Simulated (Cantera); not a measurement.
Input: 1 mol Al2O3, 5.5 mol H2, 0.14 mol H2O, equilibrated at 0.00200 bar.

Equilibrium computed with Cantera from the NASA thermochemical tables; the gas is ideal and each condensed phase is pure. Candidate condensed phases: Al, Al2O3, H2O; 19 gas species. The tables' values for AlOH are old estimates; treat these amounts as uncertain. Rates play no part. All values below are at 2098 K.

Base state: H2 0.910, H 0.0656, H2O 0.0239, OH 0.000204, Al 3.96e-5, AlOH 3.16e-5, O 1.05e-5 (mole fractions); condensed: Al2O3(s).

Task: What changes in the equilibrium state with this change: Al2O3 replaced by Cu2O?

Result: 
```
species         before    after
-------------  -------  -------
H2               0.910    0.549
Cu                   0    0.255
H2O             0.0239    0.144
H               0.0656   0.0510
Al             3.96e-5        0
Cu2                  0  7.18e-5
AlOH           3.16e-5        0
Al2O3(s), mol    1.000        0
```
Further candidate phases: Cu, CuO, Cu(OH)2, Cu2O.
